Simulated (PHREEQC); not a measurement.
Consider water at 25 °C with 0.0016 mol NaHS, 0.000711 mol HCl and 0.00012 mol FeCl2 per kg of water. Closed to the air; pH follows from the charge balance.

Computed with PHREEQC (ion-association model, phreeqc.dat).

This is a speciation only: nothing precipitates in the calculation.

Problem. What pH does the model give?

Solution. pH 6.88.

Problem. In which forms is Fe present?

Solution. Fe(HS)2 93 %, Fe(HS)3- 6.5 % of the Fe.

Saturation is exceeded, for instance for Mackinawite, FeS(ppt); the values hold only as long as no solid forms.
